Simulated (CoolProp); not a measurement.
Vapour-liquid equilibrium of chloromethane (R40) (1) + isobutene (2) at 272.3 K; x and y are mole fractions of (1).

The numbers come from the multi-fluid Helmholtz-energy mixture model, Thol 2014 and Lemmon 2005; pair parameters Bell 2016 in CoolProp.

```
x      bubble pressure (kPa)  y at the bubble point  dew pressure at overall composition x (kPa)  liquid density (mol/L)
-----  ---------------------  ---------------------  -------------------------------------------  ----------------------
0.05                   138.0                  0.113                                        132.3                   11.29
0.125                  151.3                  0.248                                        139.1                   11.68
0.2                    163.3                  0.355                                        146.3                   12.09
0.275                  174.1                  0.443                                        154.2                   12.54
0.35                   184.0                  0.520                                        162.7                   13.01
0.425                  193.3                  0.587                                        171.8                   13.52
0.5                    202.0                  0.649                                        181.4                   14.07
0.575                  210.2                  0.707                                        191.6                   14.66
0.65                   218.1                  0.762                                        202.1                   15.30
0.725                  225.6                  0.814                                        212.8                   15.99
0.8                    233.0                  0.866                                        223.6                   16.73
0.875                  240.1                  0.916                                        234.3                   17.54
0.95                   247.0                  0.967                                        244.7                   18.42
```

No azeotrope shows between x = 0.05 and 0.95.

The pair parameters rest on a limited set of measurements; away from them the model extrapolates.
